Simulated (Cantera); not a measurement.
A perfectly stirred reactor is fed with 2.13 % C2H6, 97.9 % N2, at 0.0210 bar; it is held at 1900 K, and followed from long to short residence time.

Model: GRI-Mech 3.0 (53 species, 325 reactions), integrated in Cantera. GRI-Mech 3.0 stops at C3 and has no aromatics, soot or wall deposition, so with more carbon than oxygen in the feed, carbon stays in small species such as C2H2 where larger ones or solid carbon would form. Radical loss at walls, strong at low pressure, is not modelled.

### Question
Predict: x(C2H6) at τ = 0.390 s; x(H2) at τ = 0.390 s; x(CH3) at τ = 0.390 s; x(CH4) at τ = 0.390 s; x(C2H) at τ = 0.390 s; x(C2H6) at τ = 41.0 ms; x(H2) at τ = 41.0 ms; x(CH3) at τ = 41.0 ms; x(CH4) at τ = 41.0 ms; x(C2H) at τ = 41.0 ms.

### Answer
```json
{
 "x(C2H6) at τ = 0.390 s": "5.51e-6",
 "x(H2) at τ = 0.390 s": "0.0388",
 "x(CH3) at τ = 0.390 s": "0.000374",
 "x(CH4) at τ = 0.390 s": "0.000816",
 "x(C2H) at τ = 0.390 s": "5.76e-6",
 "x(C2H6) at τ = 41.0 ms": "4.98e-5",
 "x(H2) at τ = 41.0 ms": "0.0358",
 "x(CH3) at τ = 41.0 ms": "0.00118",
 "x(CH4) at τ = 41.0 ms": "0.00201",
 "x(C2H) at τ = 41.0 ms": "6.86e-6"
}
```
